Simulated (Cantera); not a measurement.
## Fe2O3 + SO2 + O2 (roasting and sulfation)

Feed: 1 mol Fe2O3, 1.3 mol SO2, 0.23 mol O2, equilibrated at 825 °C.

Equilibrium computed with Cantera from the NASA thermochemical tables; the gas is ideal and each condensed phase is pure. Candidate condensed phases: Fe, FeO, FeS, FeSO4, FeS2, Fe2O3, Fe2(SO4)3, Fe3O4, S; 12 gas species. Mutual solubility and eutectic melting of coexisting phases are not modelled. Rates play no part.

From 7.50 Torr to 4200 Torr the condensed part is Fe2O3(s). At 15000 Torr the condensed part is Fe2O3(s) + Fe2(SO4)3(s).

```csv
P (Pa),log p SO2,log p SO3,log p O2,log p O,log p SO,n Fe2O3(s),n Fe2(SO4)3(s)
1000,-2.08,-3.70,-2.85,-10.05,-10.96,1.00,0
3500,-1.54,-2.90,-2.33,-9.79,-10.68,1.00,0
13000,-0.98,-2.07,-1.80,-9.52,-10.38,1.00,0
45000,-0.45,-1.31,-1.33,-9.29,-10.09,1.00,0
160000,0.08,-0.57,-0.90,-9.08,-9.78,1.00,0
560000,0.60,0.12,-0.56,-8.90,-9.43,1.00,0
2000000,1.24,0.38,-1.33,-9.29,-8.40,0.887,0.113
```
log p: log10 of the partial pressure in bar; n: condensed amount in mol.
